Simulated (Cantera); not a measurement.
Feed: 1 mol NaCl, 1.4 mol HCl, 33 mol N2, equilibrated at 1.10 mbar.

Cantera equilibrium calculation (NASA polynomials, part measured and part estimated; ideal gas, pure solids and liquids). Candidate condensed phases: NH4Cl, Na, NaCl; 17 gas species. The numbers say what is thermodynamically allowed, not how fast it happens.

x: gas mole fraction; n: condensed amount in mol.

```
T (K)   x N2   x HCl    x NaCl      x Cl  x Na2Cl2  n NaCl(s)
-----  -----  ------  --------  --------  --------  ---------
650    0.959  0.0407   3.45e-8  8.64e-11   3.44e-9      1.000
750    0.959  0.0407   8.45e-6   5.16e-9   1.47e-6      1.000
850    0.959  0.0407  0.000545   9.97e-8  0.000142      0.971
950    0.941  0.0399       [?]       [?]       [?]        [?]
1050   0.934  0.0396    0.0254   5.35e-6   0.00146          0
1150   0.932  0.0395    0.0278   2.30e-5  0.000244          0
1250   0.932  0.0395    0.0282   7.85e-5   4.83e-5          0
1350   0.932  0.0393    0.0282       [?]       [?]          0
1450   0.932  0.0390    0.0282  0.000551   3.61e-6          0
1550   0.932  0.0383    0.0282   0.00121   1.27e-6          0
1650   0.931  0.0372    0.0281   0.00240   5.06e-7          0
1750   0.930  0.0354    0.0279   0.00439   2.22e-7          0
1850   0.928  0.0327    0.0273   0.00749   1.04e-7          0
1950   0.925  0.0292    0.0261    0.0120   4.99e-8          0
```

Task: Some entries are withheld; supply them.

Result: 
- 950, x NaCl: 0.0141
- 950, x Cl: 9.14e-7
- 950, x Na2Cl2: 0.00493
- 950, n NaCl(s): 0.158
- 1350, x Cl: 0.000224
- 1350, x Na2Cl2: 1.20e-5
